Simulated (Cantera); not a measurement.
A Cantera script and what it prints.

```python
import numpy as np
import cantera as ct

gas_names = """
    CL CL2 Fe FeCL FeCL2 FeCL3 Fe2CL4 Fe2CL6 H HCL H2
""".split()
cond_names = """
    Fe(a) Fe(c) Fe(d) Fe(L) FeCL2(s) FeCL2(L) FeCL3(s) FeCL3(L)
""".split()


# ... load() reads the species with a 1 bar reference pressure and builds the phases ...
atoms = {
    'FeCl2': {'Fe': 1, 'CL': 2},
    'H2': {'H': 2},
}
top_T = {}  # K; cautious upper limits of use, not melting points


# ... equilibrate(T, P, feed) seeds the gas with the atoms and calls Mixture.equilibrate('TP', solver="vcs", rtol=1e-11, max_steps=5000) ...
results = []
T = 1223.15  # K
P = 14000  # Pa
for m in [3.7, 6.5, 11, 20, 34, 60, 110, 180, 320]:
    feed = {'FeCl2': 1, 'H2': m}  # mol
    mix = equilibrate(T, P, feed)
    results.append((T, P, feed, dict(zip(mix.species_names, mix.species_moles))))
    x = sorted(zip(gas.X, gas.species_names), reverse=True)
    print(f"T = {T:g} K  P = {P:g} Pa  n(H2) = {m:g} mol  gas = {mix.phase_moles(0):.4g} mol")
    print("   x: " + "  ".join(f"{s} {v:.3e}" for v, s in x if v > 1e-05))
    print("   condensed (mol): " + ("  ".join(f"{mix.phase(i).name} {mix.phase_moles(i):.4g}"
          for i in range(1, mix.n_phases) if mix.phase_moles(i) > 1e-12) or "none"))
```

Output:

```
T = 1223.15 K  P = 14000 Pa  n(H2) = 3.7 mol  gas = 4.699 mol
   x: H2 6.344e-01  HCL 3.061e-01  FeCL2 5.926e-02  Fe2CL4 2.476e-04
   condensed (mol): Fe(c) 0.7192
T = 1223.15 K  P = 14000 Pa  n(H2) = 6.5 mol  gas = 7.5 mol
   x: H2 7.583e-01  HCL 2.168e-01  FeCL2 2.486e-02  Fe2CL4 4.358e-05
   condensed (mol): Fe(c) 0.8129
T = 1223.15 K  P = 14000 Pa  n(H2) = 11 mol  gas = 12 mol
   x: H2 8.435e-01  HCL 1.463e-01  FeCL2 1.018e-02
   condensed (mol): Fe(c) 0.8777
T = 1223.15 K  P = 14000 Pa  n(H2) = 20 mol  gas = 21 mol
   x: H2 9.082e-01  HCL 8.834e-02  FeCL2 3.448e-03
   condensed (mol): Fe(c) 0.9276
T = 1223.15 K  P = 14000 Pa  n(H2) = 34 mol  gas = 35 mol
   x: H2 9.441e-01  HCL 5.461e-02  FeCL2 1.267e-03
   condensed (mol): Fe(c) 0.9556
T = 1223.15 K  P = 14000 Pa  n(H2) = 60 mol  gas = 61 mol
   x: H2 9.676e-01  HCL 3.194e-02  FeCL2 4.231e-04
   condensed (mol): Fe(c) 0.9742
T = 1223.15 K  P = 14000 Pa  n(H2) = 110 mol  gas = 111 mol
   x: H2 9.821e-01  HCL 1.776e-02  FeCL2 1.289e-04
   condensed (mol): Fe(c) 0.9857
T = 1223.15 K  P = 14000 Pa  n(H2) = 180 mol  gas = 181 mol
   x: H2 9.890e-01  HCL 1.095e-02  FeCL2 4.867e-05
   condensed (mol): Fe(c) 0.9912
T = 1223.15 K  P = 14000 Pa  n(H2) = 320 mol  gas = 321 mol
   x: H2 9.938e-01  HCL 6.199e-03  FeCL2 1.552e-05
   condensed (mol): Fe(c) 0.995
```

Cantera equilibrium calculation (NASA polynomials, part measured and part estimated; ideal gas, pure solids and liquids).
